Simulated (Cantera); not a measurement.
Charge: 1 mol MgO, 0.035 mol N2, at 2923.15 K and 10000 Pa.

Method: chemical equilibrium by Gibbs-energy minimisation in Cantera with the NASA 1993 tables (ideal gas, pure condensed phases). Candidate condensed phases: Mg, MgO; 13 gas species. Kinetics and transport are ignored.

Base state: N2 0.369, Mg 0.351, O2 0.118, O 0.0937, MgO 0.0464, NO 0.0222, MgN 1.74e-5, N 1.61e-5 (mole fractions); condensed: MgO(s).

**Question.** What changes in the equilibrium state with this change: temperature from 2923.15 K to 1548 K?

**Answer.** 
```csv
species,before,after
N2,0.369,1.00
Mg,0.351,3.77e-8
NO,0.0222,3.73e-8
O2,0.118,<1e-9
O,0.0937,<1e-9
MgO,0.0464,<1e-9
MgN,1.74e-5,<1e-9
N,1.61e-5,<1e-9
"MgO(s), mol",0.963,1.00
```

**Question.** What changes in the equilibrium state with this change: pressure from 10000 Pa to 6100 Pa?

**Answer.** 
```json
[
 {"species": "Mg", "before": "0.351", "after": "0.552"},
 {"species": "O2", "before": "0.118", "after": "0.195"},
 {"species": "O", "before": "0.0937", "after": "0.155"},
 {"species": "N2", "before": "0.369", "after": "0.0187"},
 {"species": "NO", "before": "0.0222", "after": "0.00644"},
 {"species": "MgO", "before": "0.0464", "after": "0.0734"},
 {"species": "MgN", "before": "1.74e-5", "after": "4.81e-6"},
 {"species": "N", "before": "1.61e-5", "after": "4.63e-6"},
 {"species": "MgO(s), mol", "before": "0.963", "after": "0"}
]
```

**Question.** What changes in the equilibrium state with this change: temperature from 2923.15 K to 2500 K?

**Answer.** 
| species | before | after |
|---|---|---|
| N2 | 0.369 | 0.976 |
| Mg | 0.351 | 0.0136 |
| O2 | 0.118 | 0.00371 |
| MgO | 0.0464 | 0.000521 |
| O | 0.0937 | 0.00279 |
| NO | 0.0222 | 0.00340 |
| MgN | 1.74e-5 | 4.13e-7 |
| N | 1.61e-5 | 9.13e-7 |
| MgO(s), mol | 0.963 | 0.999 |
